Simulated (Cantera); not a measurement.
A perfectly stirred reactor is fed with CO : H₂ : CH₄ : O₂ : N₂ : H₂O = 1 : 0.065 : 0.49 : 0.945 : 3.55 : 1.7 (molar parts), equivalence ratio 1.6, at 5330 Torr; it is adiabatic with a 750 K inlet, and is followed from long to short residence time, starting on the burning branch (τ in s: 0.047, 0.023, 0.011, 0.0054, 0.0026, 0.0013, 0.00061, 0.0003, 0.00014, 7e-05, 3.4e-05, 1.6e-05).

Model: GRI-Mech 3.0 (53 species, 325 reactions), integrated in Cantera.

Problem. What does this change do: inlet temperature 750 to 550 K?

Solution. 
| quantity | before | after |
|---|---|---|
| blow-out, bracketed by the residence times tried | burning at 0.300 ms, out at 0.140 ms | burning at 1.30 ms, out at 0.610 ms |
| x(CO) at τ = 47.0 ms | 0.0886 | 0.0809 |
| x(H₂) at τ = 47.0 ms | 0.0554 | 0.0526 |
| x(CH₄) at τ = 47.0 ms | 0.000462 | 0.00268 |
| x(HO₂) at τ = 47.0 ms | 4.41e-8 | 1.46e-7 |
| x(N₂O) at τ = 47.0 ms | 1.56e-9 | 1.21e-9 |
| x(CO) at τ = 0.610 ms | 0.0906 | 0.129 |
| x(H₂) at τ = 0.610 ms | 0.0430 | 0.00839 |
| x(CH₄) at τ = 0.610 ms | 0.00386 | 0.0632 |
| x(HO₂) at τ = 0.610 ms | 3.76e-6 | <1e-12 |
| x(N₂O) at τ = 0.610 ms | 1.78e-8 | <1e-12 |

Problem. What does this change do: inlet temperature 750 to 700 K?

Solution. 
| quantity | before | after |
|---|---|---|
| blow-out, bracketed by the residence times tried | burning at 0.300 ms, out at 0.140 ms | burning at 0.300 ms, out at 0.140 ms |
| x(CO) at τ = 47.0 ms | 0.0886 | 0.0872 |
| x(H₂) at τ = 47.0 ms | 0.0554 | 0.0554 |
| x(CH₄) at τ = 47.0 ms | 0.000462 | 0.000782 |
| x(HO₂) at τ = 47.0 ms | 4.41e-8 | 5.93e-8 |
| x(N₂O) at τ = 47.0 ms | 1.56e-9 | 1.22e-9 |
| x(CO) at τ = 0.610 ms | 0.0906 | 0.0912 |
| x(H₂) at τ = 0.610 ms | 0.0430 | 0.0403 |
| x(CH₄) at τ = 0.610 ms | 0.00386 | 0.00480 |
| x(HO₂) at τ = 0.610 ms | 3.76e-6 | 5.45e-6 |
| x(N₂O) at τ = 0.610 ms | 1.78e-8 | 2.27e-8 |
